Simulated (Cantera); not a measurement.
**Counterflow diffusion flame**

A counterflow diffusion flame at 1.00 atm, nozzles 20 mm apart: fuel side 61.7 % CH4, 17.9 % H2, 20.4 % N2 at 373 K, oxidiser side 23.0 % O2, 77.0 % N2 at 700 K, fuel mass flux 0.97 times the oxidiser's; mixture-averaged transport, no radiation.

Detailed kinetics in Cantera: GRI-Mech 3.0 (53 species, 325 reactions). GRI-Mech 3.0 has no aromatics or soot, which form on the fuel side of real flames. The maximum strain rate includes the flame's own expansion and is several times the mean.

```
oxidiser flux (kg/m²/s)  max strain (1/s)  mean strain (1/s)  T max (K)  peak x OH  peak x H  peak x NO  peak x CO  peak x C2H2
-----------------------  ----------------  -----------------  ---------  ---------  --------  ---------  ---------  -----------
0.61                                  502                117       2236     0.0127   0.00725   0.000337     0.0605       0.0129
0.83                                  667                160       2218     0.0126   0.00756   0.000303     0.0593       0.0124
1.1                                   868                211       2206     0.0125   0.00791   0.000276     0.0587       0.0121
1.5                                  1160                288       2190     0.0124   0.00824   0.000243     0.0579       0.0116
2.1                                  1600                404       2170     0.0122   0.00857   0.000207     0.0574       0.0111
2.8                                  2100                538       2151     0.0118   0.00881   0.000175     0.0570       0.0105
3.9                                  2870                750       2126     0.0114   0.00898   0.000138     0.0568      0.00959
```
x: mole fraction; the columns are a selection and need not sum to one.
